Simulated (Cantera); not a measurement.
A Cantera script and what it prints.

```python
import numpy as np
import cantera as ct

gas_names = """
    CL CL2 H HCL H2 N NH NH2 NH3 N2 N2H2 N2H4 Si SiCL SiCL2 SiCL3 SiCL4 SiH SiHCL3 SiH2 SiH2CL2 SiH3
    SiH3CL SiH4 SiN Si2 Si2N Si3
""".split()
cond_names = """
    NH4CL(a) NH4CL(b) Si(cr) Si(L) Si3N4(a)
""".split()


def load(file, names, dense=False):
    # The tables refer to 1 bar. Condensed volumes are neglected.
    table = {s.name: s for s in ct.Species.list_from_file(file)}
    out = []
    for n in names:
        d = dict(table[n].input_data)
        d["thermo"] = dict(d["thermo"], **{"reference-pressure": 1e5})
        if dense:
            d["equation-of-state"] = {"model": "constant-volume", "density": "1e6 g/cm^3"}
        out.append(ct.Species.from_dict(d))
    return out


gas = ct.Solution(thermo="ideal-gas", species=load("nasa_gas.yaml", gas_names))
cond = {s.name: ct.Solution(thermo="fixed-stoichiometry", species=[s], name=s.name)
        for s in load("nasa_condensed.yaml", cond_names, dense=True)}
atoms = {
    'SiH2Cl2': {'Si': 1, 'H': 2, 'CL': 2},
    'N2': {'N': 2},
}
top_T = {'Si3N4(a)': 2400}  # K; cautious upper limits of use, not melting points


def equilibrate(T, P, feed):
    n = {}
    for name, mol in feed.items():
        for a, k in atoms[name].items():
            n[a] = n.get(a, 0.0) + k * mol
    gas.TPX = T, P, n
    mass = sum(n.values()) * gas.mean_molecular_weight
    gas.equilibrate("TP")
    valid = [c for c in cond.values() if c.min_temp <= T <= top_T.get(c.name, c.max_temp)]
    mix = ct.Mixture([(gas, mass / gas.mean_molecular_weight)] + [(c, 0.0) for c in valid])
    mix.T, mix.P = T, P
    mix.equilibrate("TP", solver="vcs", rtol=1e-11, max_steps=5000)
    return mix


results = []
feed = {'SiH2Cl2': 1, 'N2': 20}  # mol
T = 825  # K
P = 1800  # Pa
mix = equilibrate(T, P, feed)
results.append((T, P, feed, dict(zip(mix.species_names, mix.species_moles))))
print(gas.report(threshold=0.0001))
for i in range(1, mix.n_phases):
    print(f"{mix.phase(i).name:16s} {mix.phase_moles(i):12.5e} mol")
```

Output:

```
       temperature   825 K
          pressure   1800 Pa
           density   0.0076861 kg/m^3
  mean mol. weight   29.29 kg/kmol
   phase of matter   gas

                          1 kg             1 kmol
                     ---------------   ---------------
          enthalpy        1.6832e+05        4.9302e+06  J
   internal energy            -65866       -1.9292e+06  J
           entropy            8836.9        2.5883e+05  J/K
    Gibbs function       -7.1222e+06       -2.0861e+08  J
 heat capacity c_p            1097.5             32146  J/K
 heat capacity c_v            813.65             23832  J/K

                      mass frac. Y      mole frac. X     chem. pot. / RT
                     ---------------   ---------------   ---------------
               HCL          0.074243          0.059646           -44.109
                H2         0.0011828          0.017184            -25.13
                N2           0.87473           0.91458           -28.498
             SiCL4          0.049826         0.0085906           -149.64
     [  +24 minor]        1.5108e-05        3.3481e-06

Si(cr)            0.00000e+00 mol
Si3N4(a)          2.72396e-01 mol
```

Cantera equilibrium calculation (NASA polynomials, part measured and part estimated; ideal gas, pure solids and liquids). N2 is the only nitrogen source here; it is nearly inert below about 1500 K, so the nitride shown seldom forms there in practice.
